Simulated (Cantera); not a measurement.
An isothermal, constant-pressure homogeneous reactor starts with 23.8 % CH4, 76.2 % N2, at 1975 K and 0.0360 bar.

Cantera simulation using GRI-Mech 3.0 (53 species, 325 reactions); the numbers are that mechanism's predictions, not measurements. GRI-Mech 3.0 stops at C3 and has no aromatics, soot or wall deposition, so with more carbon than oxygen in the feed, carbon stays in small species such as C2H2 where larger ones or solid carbon would form. Radical loss at walls, strong at low pressure, is not modelled.

One state of this run: x CH4 = 2.24e-5; x CH2 = 1.04e-7; x C2H2 = 0.0957; x C2H4 = 7.60e-6; x H2 = 0.286. x: mole fraction; the columns are a selection and need not sum to one.

Q: Which value of t (s) does it belong to?
A. 1.00e-6
B. 12.9
C. 5.99e-5
D. 0.215

A: B, 12.9
